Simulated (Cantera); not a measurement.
Low-pressure radical oxidation in H2/O2

An isothermal, constant-pressure homogeneous reactor starts with H2 : O2 : N2 = 0.02 : 1 : 3.6 (molar parts), equivalence ratio 0.010, at 1200 K and 0.00170 bar.

Model: GRI-Mech 3.0 (53 species, 325 reactions), integrated in Cantera. Radical loss at walls, strong at low pressure, is not modelled.

```
t (s)        x H2   x O2      x NO       x O     x N2O     x H2O     x HO2
--------  -------  -----  --------  --------  --------  --------  --------
3.00e-6   0.00433  0.216    <1e-12    <1e-12    <1e-12    <1e-12    <1e-12
1.08e-5   0.00433  0.216    <1e-12    <1e-12    <1e-12    <1e-12  1.19e-12
3.90e-5   0.00433  0.216    <1e-12    <1e-12    <1e-12    <1e-12  4.28e-12
0.000140  0.00433  0.216    <1e-12    <1e-12    <1e-12    <1e-12  1.54e-11
0.000506  0.00433  0.216    <1e-12  8.36e-12    <1e-12    <1e-12  5.56e-11
0.00182   0.00433  0.216    <1e-12  8.46e-11    <1e-12  9.08e-12  2.00e-10
0.00658   0.00433  0.216    <1e-12  6.79e-10    <1e-12  2.54e-10  7.22e-10
0.0237    0.00433  0.216    <1e-12   8.33e-9    <1e-12   7.65e-9   2.60e-9
0.0854    0.00432  0.216    <1e-12   3.47e-6    <1e-12   4.18e-6   1.08e-8
0.308     4.12e-5  0.213  6.48e-10   0.00352  4.40e-10   0.00393   4.73e-8
1.11      3.29e-5  0.213   3.96e-9   0.00345   1.67e-9   0.00396   4.50e-8
4.00      2.97e-5  0.213   1.46e-8   0.00309   2.07e-9   0.00400   4.32e-8
```
x: mole fraction; the columns are a selection and need not sum to one.

Equilibrium at this temperature and pressure: H2 2.90e-9, O2 0.215, NO 0.000198, O 2.83e-7, N2O 5.69e-10, H2O 0.00434, HO2 5.76e-10 (gas phase only).
